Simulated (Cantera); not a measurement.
An isothermal, constant-pressure homogeneous reactor starts with C2H6 : N2 = 1 : 1.2 (molar parts), at 1148 K and 9.75 Torr. Integrator tolerance rtol = 1e-08.

Model: GRI-Mech 3.0 (53 species, 325 reactions), integrated in Cantera. GRI-Mech 3.0 stops at C3 and has no aromatics, soot or wall deposition, so with more carbon than oxygen in the feed, carbon stays in small species such as C2H2 where larger ones or solid carbon would form. Radical loss at walls, strong at low pressure, is not modelled.

Problem. What does this change do: temperature 1148 to 2000 K?

Solution. 
| quantity | before | after |
|---|---|---|
| x(C2H6) at 100 s | 0.000103 (gas-phase equilibrium 2.48e-5) | 2.36e-11 (gas-phase equilibrium 2.15e-11) |
| x(HCN) at 100 s | 9.99e-12 (gas-phase equilibrium 0.0703) | 0.00148 (gas-phase equilibrium 0.132) |
| x(C2H) at 100 s | 5.05e-11 (gas-phase equilibrium 1.80e-11) | 9.25e-5 (gas-phase equilibrium 6.69e-5) |
| x(H) at 100 s | 1.09e-6 (gas-phase equilibrium 3.68e-7) | 0.00984 (gas-phase equilibrium 0.00984) |
| x(CH3) at 100 s | 3.19e-6 (gas-phase equilibrium 2.51e-6) | 1.11e-5 (gas-phase equilibrium 1.09e-5) |

Problem. What does this change do: pressure from 9.75 Torr to 1.13 Torr?

Solution. 
```json
[
 {"quantity": "x(C2H6) at 100 s", "before": "0.000103 (gas-phase equilibrium 2.48e-5)", "after": "2.90e-5 (gas-phase equilibrium 7.16e-7)"},
 {"quantity": "x(HCN) at 100 s", "before": "9.99e-12 (gas-phase equilibrium 0.0703)", "after": "6.01e-11 (gas-phase equilibrium 0.0734)"},
 {"quantity": "x(C2H) at 100 s", "before": "5.05e-11 (gas-phase equilibrium 1.80e-11)", "after": "1.93e-11 (gas-phase equilibrium 5.69e-11)"},
 {"quantity": "x(H) at 100 s", "before": "1.09e-6 (gas-phase equilibrium 3.68e-7)", "after": "6.47e-7 (gas-phase equilibrium 1.25e-6)"},
 {"quantity": "x(CH3) at 100 s", "before": "3.19e-6 (gas-phase equilibrium 2.51e-6)", "after": "3.91e-6 (gas-phase equilibrium 1.25e-6)"}
]
```
